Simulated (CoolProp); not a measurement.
Vapour-liquid equilibrium of fluoroethane (R161) (1) + R134a (2) at 0.222 MPa; x and y are mole fractions of (1).

The numbers come from the multi-fluid Helmholtz-energy mixture model, Wu 2012 and Tillner-Roth 1994; pair parameters Bell 2016 in CoolProp.

Question: Give the bubble temperature and the first vapour's composition at x = 0.2, 0.65, 0.725. Is there an azeotrope?

Answer: x = 0.2: 263.8 K, y = 0.258; x = 0.65: 258.6 K, y = 0.745; x = 0.725: 257.6 K, y = 0.809. No azeotrope shows between x = 0.05 and 0.95.

The pair parameters rest on a limited set of measurements; away from them the model extrapolates.
